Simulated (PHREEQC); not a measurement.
CaCl2 is added in steps, without added water, to 1 kg of water holding 0.0045 mol Cs2SO4, at 25 °C. Oxygen is held at 0.21 atm. The system is closed to CO2. The run lets Gypsum, Portlandite precipitate or redissolve, and no other solid.

Base run: PHREEQC, ion-association model, wateq4f.dat. Each further column changes one thing. The table gives Ca+2 (mol/kgw).

| CaCl2 added (mol) | base | Cs2SO4 from 0.0045 to 0.00495 mol/kgw | Cs2SO4 from 0.0045 to 0.00675 mol/kgw | no solid may form |
|---|---|---|---|---|
| 0 | 0 | 0 | 0 | 0 |
| 0.0027 | 0.00212 | 0.00209 | 0.00197 | 0.00212 |
| 0.0054 | 0.00445 | 0.00438 | 0.00415 | 0.00445 |
| 0.0081 | 0.00688 | 0.00679 | 0.00645 | 0.00688 |
| 0.0108 | 0.00939 | 0.00928 | 0.00886 | 0.00939 |
| 0.0135 | 0.0119 | 0.0118 | 0.0113 | 0.0119 |
| 0.0162 | 0.0145 | 0.0144 | 0.0138 | 0.0145 |
| 0.0189 | 0.0171 | 0.0170 | 0.0164 | 0.0171 |
| 0.0216 | 0.0198 | 0.0196 | 0.0189 | 0.0198 |
| 0.0243 | 0.0224 | 0.0222 | 0.0215 | 0.0224 |
| 0.027 | 0.0250 | 0.0248 | 0.0241 | 0.0250 |
